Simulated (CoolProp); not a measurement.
Vapour-liquid equilibrium of R125 (1) + dimethyl ether (2) at 183.9 K; x and y are mole fractions of (1).

The numbers come from the multi-fluid Helmholtz-energy mixture model, Lemmon 2005 and Wu 2011; pair parameters Bell 2016 in CoolProp.

Task: Give the bubble pressure and the first vapour's composition at x = 0.45, 0.65, 0.85. Is there an azeotrope?

Result: x = 0.45: 3.098 kPa, y = 0.721; x = 0.65: 4.493 kPa, y = 0.908; x = 0.85: 6.401 kPa, y = 0.983. No azeotrope shows between x = 0.05 and 0.95.

The pair parameters rest on a limited set of measurements; away from them the model extrapolates.
